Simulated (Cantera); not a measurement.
A freely propagating, adiabatic, planar premixed flame of CH₃OH : O₂ : N₂ : H₂O = 1 : 1.15 : 4.34 : 0.43 (molar parts), equivalence ratio 1.3, unburnt at 650 K and 1.00 bar; mixture-averaged transport, grid criteria slope 0.08 and curve 0.16, no radiation.

Cantera simulation using GRI-Mech 3.0 (53 species, 325 reactions); the numbers are that mechanism's predictions, not measurements. GRI-Mech 3.0 was tuned for natural gas; its chemistry of methanol as a main component is partial and can be far from experiment. Burning velocities carry a grid error of a few per cent, more on coarse grids.

x: mole fraction of selected species; z is measured from the peak of heat release.

| z (mm) | T (K) | u (m/s) | x CH₃OH | x O₂ | x H₂O | x CH₂ | x C₂H₄ | x HCO |
|---|---|---|---|---|---|---|---|---|
| -0.701 | 650 | 1.69 | 0.144 | 0.166 | 0.0620 | <1e-8 | <1e-8 | <1e-8 |
| -0.467 | 653 | 1.71 | 0.143 | 0.164 | 0.0623 | <1e-8 | <1e-8 | <1e-8 |
| -0.351 | 663 | 1.75 | 0.142 | 0.162 | 0.0639 | <1e-8 | 1.47e-8 | <1e-8 |
| -0.234 | (withheld) | 1.92 | 0.136 | 0.156 | (withheld) | <1e-8 | (withheld) | <1e-8 |
| -0.117 | 1009 | 2.81 | 0.105 | 0.128 | 0.114 | <1e-8 | 1.04e-6 | 2.85e-7 |
| -0.0584 | 1342 | 3.88 | 0.0595 | 0.0946 | 0.159 | 5.29e-7 | 2.67e-6 | 4.46e-5 |
| 0 | 1696 | 5.09 | 0.0104 | 0.0583 | 0.210 | 1.63e-5 | 5.02e-6 | 0.000390 |
| 0.0584 | 1834 | 5.55 | 0.000229 | 0.0349 | 0.238 | 8.31e-6 | 1.86e-6 | 7.61e-5 |
| 0.117 | 1877 | 5.67 | 1.26e-6 | 0.0207 | 0.249 | 9.84e-7 | 1.56e-7 | 2.46e-6 |
| 0.234 | 1929 | 5.78 | <1e-8 | 0.0101 | 0.254 | 1.89e-8 | <1e-8 | 3.19e-7 |
| 0.467 | 1989 | 5.92 | <1e-8 | (withheld) | 0.254 | <1e-8 | <1e-8 | (withheld) |
| 0.935 | 2054 | 6.08 | <1e-8 | 0.00423 | 0.258 | <1e-8 | <1e-8 | 1.54e-7 |
| 1.87 | 2119 | 6.25 | <1e-8 | 0.00256 | 0.264 | <1e-8 | <1e-8 | 1.01e-7 |

Task: What belongs in the gaps?

Result: 
- -0.234, T (K): 717
- -0.234, x H₂O: 0.0727
- -0.234, x C₂H₄: 1.15e-7
- 0.467, x O₂: 0.00619
- 0.467, x HCO: 2.18e-7
